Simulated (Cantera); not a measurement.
Feed: 1 mol FeS2, 7.7 mol O2, 2 mol CO2, 4.3 mol H2S, equilibrated at 827 °C and 1.00 bar.

Equilibrium computed with Cantera from the NASA thermochemical tables; the gas is ideal and each condensed phase is pure. Candidate condensed phases: C, C6H6, C7H8, C8H18, Fe, Fe(CO)5, FeO, Fe(OH)2, Fe(OH)3, FeS, FeSO4, FeS2, Fe2O3, Fe2(SO4)3, Fe3O4, H2O, H2SO4, S; 127 gas species. Mutual solubility and eutectic melting of coexisting phases are not modelled. FeS: taken at fixed stoichiometry. Gases not in the tables: S3 to S7. Kinetics and transport are ignored.

Base state: SO2 0.444, H2O 0.355, CO2 0.169, S2 0.0198, H2S 0.00892, S2O 0.00196, H2 0.00125, CO 0.000604 (mole fractions); condensed: FeS(s) + Fe3O4(s).

Task: What changes in the equilibrium state with this change: pressure from 1.00 bar to 5.70 bar?

Result: 
```
species          before     after
-------------  --------  --------
SO2               0.444     0.448
H2O               0.355     0.354
CO2               0.169     0.169
S2               0.0198    0.0141
H2S             0.00892    0.0106
H2              0.00125  0.000738
CO             0.000604  0.000358
FeS(s), mol       0.447     0.508
Fe3O4(s), mol     0.184     0.164
```

Task: What changes in the equilibrium state with this change: pressure from 1.00 bar to 0.0210 bar?

Result: 
| species | before | after |
|---|---|---|
| SO2 | 0.444 | 0.426 |
| H2O | 0.355 | 0.352 |
| CO2 | 0.169 | 0.167 |
| S2 | 0.0198 | 0.0414 |
| H2S | 0.00892 | 0.00600 |
| H2 | 0.00125 | 0.00401 |
| CO | 0.000604 | 0.00192 |
| FeS(s), mol | 0.447 | 0.160 |
| Fe3O4(s), mol | 0.184 | 0.280 |
